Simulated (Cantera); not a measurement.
Premixed flame

A freely propagating, adiabatic, planar premixed flame of H₂ : O₂ : N₂ = 1 : 0.192 : 0.723 (molar parts), unburnt at 500 K and 0.660 bar; unity-Lewis-number transport, grid criteria slope 0.08 and curve 0.16, no radiation.

Computed with Cantera and the H2/O2 subset of GRI-Mech 3.0, which has no nitrogen chemistry. Unity Lewis numbers drop preferential diffusion, which matters most where H2 and H carry the flame. Burning velocities carry a grid error of a few per cent, more on coarse grids.

| z (mm) | T (K) | u (m/s) | x H₂ | x O₂ | x H | x O | x HO₂ | x H₂O |
|---|---|---|---|---|---|---|---|---|
| -2.09 | 500 | 3.49 | 0.522 | 0.100 | <1e-8 | <1e-8 | <1e-8 | 1.64e-7 |
| -1.39 | 500 | 3.49 | 0.522 | 0.100 | <1e-8 | <1e-8 | 9.00e-8 | 2.89e-6 |
| -1.04 | 500 | 3.49 | 0.522 | 0.100 | <1e-8 | <1e-8 | 4.75e-7 | 1.53e-5 |
| -0.695 | 502 | 3.50 | 0.522 | 0.100 | <1e-8 | 5.67e-8 | 5.85e-6 | 0.000191 |
| -0.348 | 563 | 3.91 | 0.516 | 0.0966 | 0.000106 | 1.17e-5 | 0.000152 | 0.00779 |
| -0.174 | 816 | 5.58 | 0.484 | 0.0794 | 0.00605 | 0.000195 | 9.53e-5 | 0.0451 |
| 0 | 1179 | 7.89 | 0.393 | 0.0389 | 0.0440 | 0.00129 | 3.07e-5 | 0.129 |
| 0.174 | 1401 | 9.25 | 0.320 | 0.00879 | 0.0786 | 0.00107 | 6.09e-6 | 0.192 |
| 0.348 | 1507 | 9.88 | 0.307 | 0.00149 | 0.0799 | 0.000514 | 9.45e-7 | 0.208 |
| 0.695 | 1616 | 10.5 | 0.313 | 0.000138 | 0.0665 | 0.000327 | 8.77e-8 | 0.213 |
| 1.39 | 1722 | 11.1 | 0.324 | 6.65e-5 | 0.0502 | 0.000223 | 4.51e-8 | 0.215 |
| 2.78 | 1818 | 11.6 | 0.334 | 3.70e-5 | 0.0353 | 0.000128 | 2.70e-8 | 0.217 |
| 5.56 | 1895 | 12.0 | 0.342 | 1.74e-5 | 0.0232 | 6.15e-5 | 1.42e-8 | 0.219 |
x: mole fraction of selected species; z is measured from the peak of heat release.

- laminar burning velocity = 349 cm/s
- thermal thickness = 0.695 mm
- peak x(H) = 0.0816
- peak x(O) = 0.00146
- peak x(HO₂) = 0.000167
- grid points = 119
